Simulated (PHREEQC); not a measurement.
A solution holds 0.0013 mol/kgw FeSO4, 6e-07 mol/kgw CuCl2 and 2.7e-06 mol/kgw NaCl, at 25 °C. Closed to the air; pH follows from the charge balance.

Computed with PHREEQC (ion-association model, wateq4f.dat).

```
Item                      Value
--------------  ---------------
pH                         6.27
ionic strength  0.00466 mol/kgw
```

```json
[
 {"species": "Fe+2", "molality": "0.00116", "activity": "0.000877", "log γ": "-0.123"},
 {"species": "SO4-2", "molality": "0.00116", "activity": "0.000872", "log γ": "-0.125"},
 {"species": "FeSO4", "molality": "0.000136", "activity": "0.000136", "log γ": "0.000"},
 {"species": "Cl-", "molality": "3.89e-6", "activity": "3.62e-6", "log γ": "-0.032"},
 {"species": "Na+", "molality": "2.69e-6", "activity": "2.50e-6", "log γ": "-0.032"},
 {"species": "H+", "molality": "5.80e-7", "activity": "5.43e-7", "log γ": "-0.029"},
 {"species": "FeOH+", "molality": "5.49e-7", "activity": "5.11e-7", "log γ": "-0.031"},
 {"species": "Cu+2", "molality": "4.99e-7", "activity": "3.76e-7", "log γ": "-0.123"},
 {"species": "CuSO4", "molality": "6.69e-8", "activity": "6.70e-8", "log γ": "0.000"},
 {"species": "HSO4-", "molality": "4.95e-8", "activity": "4.60e-8", "log γ": "-0.032"},
 {"species": "Cu(OH)2", "molality": "2.67e-8", "activity": "2.67e-8", "log γ": "0.000"},
 {"species": "OH-", "molality": "1.99e-8", "activity": "1.84e-8", "log γ": "-0.032"}
]
```

Precipitation was switched off in this run.
